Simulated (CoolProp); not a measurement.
Benzene along the isobar 364 kPa: fugacity coefficient from the reference equation and from simpler models built on Tc = 288.9 °C, pc = 4906 kPa, ω = 0.211; each cubic takes its own stable root.

Values from CoolProp's reference Helmholtz-energy equation of state, Thol 2012.

```json
[
 {"T (°C)": "25.05", "phase": "liquid", "reference": "0.03515", "van der Waals": "0.5304", "Soave-Redlich-Kwong": "0.03575", "Peng-Robinson": "0.03762"},
 {"T (°C)": "35.85", "phase": "liquid", "reference": "0.05645", "van der Waals": "0.6562", "Soave-Redlich-Kwong": "0.05707", "Peng-Robinson": "0.05942"},
 {"T (°C)": "46.55", "phase": "liquid", "reference": "0.08683", "van der Waals": "0.7983", "Soave-Redlich-Kwong": "0.08743", "Peng-Robinson": "0.09020"},
 {"T (°C)": "57.25", "phase": "liquid", "reference": "0.1290", "van der Waals": "0.9252", "Soave-Redlich-Kwong": "0.1296", "Peng-Robinson": "0.1326"},
 {"T (°C)": "68.05", "phase": "liquid", "reference": "0.1864", "van der Waals": "0.9304", "Soave-Redlich-Kwong": "___", "Peng-Robinson": "0.1901"},
 {"T (°C)": "78.75", "phase": "liquid", "reference": "0.2610", "van der Waals": "0.9350", "Soave-Redlich-Kwong": "___", "Peng-Robinson": "0.2645"},
 {"T (°C)": "89.45", "phase": "liquid", "reference": "0.3563", "van der Waals": "0.9392", "Soave-Redlich-Kwong": "0.3577", "Peng-Robinson": "0.3595"},
 {"T (°C)": "100.25", "phase": "liquid", "reference": "___", "van der Waals": "0.9431", "Soave-Redlich-Kwong": "0.4791", "Peng-Robinson": "0.4793"},
 {"T (°C)": "110.95", "phase": "liquid", "reference": "0.6230", "van der Waals": "0.9466", "Soave-Redlich-Kwong": "0.6269", "Peng-Robinson": "0.6248"},
 {"T (°C)": "121.65", "phase": "liquid", "reference": "0.7989", "van der Waals": "0.9498", "Soave-Redlich-Kwong": "0.8052", "Peng-Robinson": "0.7999"}
]
```

### Question
What belongs in the gaps?

### Answer

- 68.05, Soave-Redlich-Kwong: 0.1870
- 78.75, Soave-Redlich-Kwong: 0.2618
- 100.25, reference: 0.4768

At some of these states van der Waals gives the other phase, because its saturation line lies elsewhere.
